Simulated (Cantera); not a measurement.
Cantera run:

```python
import numpy as np
import cantera as ct

gas_names = [...]  # 109 gases of nasa_gas.yaml made of C, Cl, H, Si
cond_names = """
    C(gr) C6H6(L) C7H8(L) C8H18(L),n-octa Si(cr) Si(L) SiC(b)
""".split()


# ... load() reads the species with a 1 bar reference pressure and builds the phases ...
atoms = {
    'SiCl4': {'Si': 1, 'CL': 4},
    'C3H8': {'C': 3, 'H': 8},
    'H2': {'H': 2},
}
top_T = {'C(gr)': 4500, 'SiC(b)': 3050}  # K; cautious upper limits of use, not melting points


# ... equilibrate(T, P, feed) seeds the gas with the atoms and calls Mixture.equilibrate('TP', solver="vcs", rtol=1e-11, max_steps=5000) ...
results = []
T = 2300  # K
P = 133.322  # Pa
for m in [0.021, 0.075, 0.13, 0.18, 0.24, 0.29, 0.35, 0.4]:
    feed = {'SiCl4': 1, 'C3H8': m, 'H2': 1.5}  # mol
    mix = equilibrate(T, P, feed)
    results.append((T, P, feed, dict(zip(mix.species_names, mix.species_moles))))
    x = sorted(zip(gas.X, gas.species_names), reverse=True)
    print(f"T = {T:g} K  P = {P:g} Pa  n(C3H8) = {m:g} mol  gas = {mix.phase_moles(0):.4g} mol")
    print("   x: " + "  ".join(f"{s} {v:.3e}" for v, s in x if v > 1e-05))
    print("   condensed (mol): " + ("  ".join(f"{mix.phase(i).name} {mix.phase_moles(i):.4g}"
          for i in range(1, mix.n_phases) if mix.phase_moles(i) > 1e-12) or "none"))
```

Result:

```
T = 2300 K  P = 133.322 Pa  n(C3H8) = 0.021 mol  gas = 4.554 mol
   x: HCL 3.683e-01  CL 2.050e-01  SiCL2 1.435e-01  H2 1.176e-01  H 9.091e-02  Si 4.961e-02  SiCL 1.642e-02  SiC2 5.559e-03  Si2C 1.796e-03  SiCL3 5.195e-04  C2H2,acetylene 4.126e-04  SiH 2.282e-04  Si2 6.799e-05  C2H 1.440e-05  CL2 1.394e-05  C2HCL 1.041e-05
   condensed (mol): none
T = 2300 K  P = 133.322 Pa  n(C3H8) = 0.075 mol  gas = 4.827 mol
   x: HCL 3.683e-01  CL 1.888e-01  H2 1.386e-01  SiCL2 1.272e-01  H 9.868e-02  Si 5.182e-02  SiCL 1.580e-02  SiC2 7.154e-03  Si2C 2.175e-03  C2H2,acetylene 5.990e-04  SiCL3 4.242e-04  SiH 2.588e-04  Si2 7.417e-05  C2H 1.926e-05  C2HCL 1.282e-05  C3 1.254e-05  CL2 1.183e-05
   condensed (mol): C(gr) 0.1391
T = 2300 K  P = 133.322 Pa  n(C3H8) = 0.13 mol  gas = 5.101 mol
   x: HCL 3.656e-01  CL 1.748e-01  H2 1.594e-01  SiCL2 1.137e-01  H 1.058e-01  Si 5.406e-02  SiCL 1.526e-02  SiC2 7.464e-03  Si2C 2.367e-03  C2H2,acetylene 6.889e-04  SiCL3 3.510e-04  SiH 2.895e-04  Si2 8.073e-05  C2H 2.066e-05  C2HCL 1.273e-05  C3 1.254e-05  CL2 1.013e-05
   condensed (mol): C(gr) 0.2941
T = 2300 K  P = 133.322 Pa  n(C3H8) = 0.18 mol  gas = 5.35 mol
   x: HCL 3.619e-01  H2 1.773e-01  CL 1.640e-01  H 1.116e-01  SiCL2 1.031e-01  Si 5.563e-02  SiCL 1.473e-02  SiC2 7.681e-03  Si2C 2.507e-03  C2H2,acetylene 7.662e-04  SiH 3.142e-04  SiCL3 2.986e-04  Si2 8.548e-05  C2H 2.178e-05  C2HCL 1.260e-05  C3 1.254e-05
   condensed (mol): C(gr) 0.4355
T = 2300 K  P = 133.322 Pa  n(C3H8) = 0.24 mol  gas = 5.647 mol
   x: HCL 3.564e-01  H2 1.975e-01  CL 1.531e-01  H 1.178e-01  SiCL2 9.201e-02  Si 5.705e-02  SiCL 1.410e-02  SiC2 7.875e-03  Si2C 2.635e-03  C2H2,acetylene 8.534e-04  SiH 3.400e-04  SiCL3 2.488e-04  Si2 8.987e-05  C2H 2.299e-05  C3 1.254e-05  C2HCL 1.241e-05
   condensed (mol): C(gr) 0.6058
T = 2300 K  P = 133.322 Pa  n(C3H8) = 0.29 mol  gas = 5.894 mol
   x: HCL 3.513e-01  H2 2.133e-01  CL 1.452e-01  H 1.224e-01  SiCL2 8.399e-02  Si 5.790e-02  SiCL 1.357e-02  SiC2 7.993e-03  Si2C 2.715e-03  C2H2,acetylene 9.219e-04  SiH 3.587e-04  SiCL3 2.153e-04  Si2 9.259e-05  C2H 2.389e-05  C3 1.254e-05  C2HCL 1.223e-05
   condensed (mol): C(gr) 0.7481
T = 2300 K  P = 133.322 Pa  n(C3H8) = 0.35 mol  gas = 6.19 mol
   x: HCL 3.448e-01  H2 2.312e-01  CL 1.368e-01  H 1.274e-01  SiCL2 7.557e-02  Si 5.862e-02  SiCL 1.295e-02  SiC2 8.092e-03  Si2C 2.783e-03  C2H2,acetylene 9.992e-04  SiH 3.780e-04  SiCL3 1.827e-04  Si2 9.489e-05  C2H 2.488e-05  C3 1.254e-05  C2HCL 1.200e-05
   condensed (mol): C(gr) 0.9194
T = 2300 K  P = 133.322 Pa  n(C3H8) = 0.4 mol  gas = 6.435 mol
   x: HCL 3.392e-01  H2 2.453e-01  H 1.313e-01  CL 1.307e-01  SiCL2 6.940e-02  Si 5.900e-02  SiCL 1.245e-02  SiC2 8.145e-03  Si2C 2.819e-03  C2H2,acetylene 1.060e-03  SiH 3.919e-04  SiCL3 1.602e-04  Si2 9.615e-05  C2H 2.562e-05  C3 1.254e-05  C2HCL 1.181e-05
   condensed (mol): C(gr) 1.062
```

These are equilibrium values from Cantera (NASA tables, ideal gas, pure condensed phases), not measurements of a reactor. The tables' values for SiCl, SiCl3 are old estimates; treat these amounts as uncertain.
